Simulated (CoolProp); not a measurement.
Computed with CoolProp (reference Helmholtz-energy equation of state, de Vries 1995).

### Question
For R124, give the phase and the density (kg/m³), cv (kJ/(kg K)), Joule-Thomson coefficient (K/MPa), isothermal compressibility (1/MPa) at 251.2 K and 3.89 MPa; 300.4 K and 3.89 MPa.

### Answer
- 251.2 K and 3.89 MPa: liquid; density 1510, cv 0.716, Joule-Thomson coefficient -0.341, isothermal compressibility 0.00176
- 300.4 K and 3.89 MPa: liquid; density 1370, cv 0.766, Joule-Thomson coefficient -0.183, isothermal compressibility 0.00357
